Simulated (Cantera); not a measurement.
**Gas-phase reforming**

An isothermal, constant-pressure homogeneous reactor starts with 58.1 % CH4, 34.9 % CO2, 6.98 % H2, at 2050 K and 160000 Pa.

Detailed kinetics in Cantera: GRI-Mech 3.0 (53 species, 325 reactions). GRI-Mech 3.0 stops at C3 and has no aromatics, soot or wall deposition, so with more carbon than oxygen in the feed, carbon stays in small species such as C2H2 where larger ones or solid carbon would form.

| t (s) | x CH4 | x CO2 | x H2 | x C2H | x CH2CO | x H |
|---|---|---|---|---|---|---|
| 5.00e-6 | 0.559 | 0.346 | 0.0801 | 3.56e-9 | 1.20e-8 | 0.000144 |
| 2.73e-5 | 0.370 | 0.302 | 0.226 | 1.95e-6 | 5.98e-6 | 0.000607 |
| 0.000150 | 0.123 | 0.180 | 0.415 | 7.10e-6 | 7.13e-5 | 0.000955 |
| 0.000818 | 0.0245 | 0.0344 | 0.409 | 9.88e-6 | 0.000151 | 0.00117 |
| 0.00447 | 0.0127 | 0.0124 | 0.476 | 6.85e-6 | 6.55e-5 | 0.00129 |
| 0.0245 | 0.00557 | 0.00260 | 0.554 | 3.76e-6 | 9.00e-6 | 0.00136 |
| 0.134 | 0.00197 | 1.16e-5 | 0.575 | 3.10e-6 | 6.10e-7 | 0.00137 |
| 0.731 | 0.00193 | 4.26e-7 | 0.575 | 3.10e-6 | 5.74e-7 | 0.00137 |
| 4.00 | 0.00193 | 4.26e-7 | 0.575 | 3.10e-6 | 5.74e-7 | 0.00137 |
x: mole fraction; the columns are a selection and need not sum to one.

Equilibrium at this temperature and pressure: CH4 0.00193, CO2 4.27e-7, H2 0.575, C2H 3.10e-6, CH2CO 5.74e-7, H 0.00137 (gas phase only).
